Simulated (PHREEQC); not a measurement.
# Reverse-osmosis permeate

A made-up water analysis in mg/kgw, 25 °C, pH 6.21, pe 12.9: Na 26.1; K 0.944; Ca 7.96; Mg 0.167; Cl 3.93; S(6) as SO4 4.36; Alkalinity as HCO3 79.6; F 0.0108; Sr 0.44; N(5) as NO3 0.0213.

Valence states are taken as typed.

Model: ion-association model, wateq4f.dat, run in PHREEQC.

The ionic strength comes out as 0.00179 mol/kgw and the charge-balance error is 2.4 %.

```
species  molality  activity   log γ
-------  --------  --------  ------
CO2       0.00172   0.00172   0.000
HCO3-     0.00130   0.00124  -0.020
Na+       0.00113   0.00108  -0.020
Ca+2     0.000195  0.000162  -0.080
Cl-      0.000111  0.000106  -0.021
SO4-2     4.39e-5   3.65e-5  -0.081
K+        2.41e-5   2.30e-5  -0.021
Mg+2      6.73e-6   5.60e-6  -0.080
Sr+2      4.91e-6   4.08e-6  -0.080
CaHCO3+   2.69e-6   2.56e-6  -0.020
CaSO4     1.18e-6   1.18e-6   0.000
NaHCO3    7.56e-7   7.56e-7   0.000
```

This is a speciation only: nothing precipitates in the calculation. Complexes and solids missing from the database can't appear.
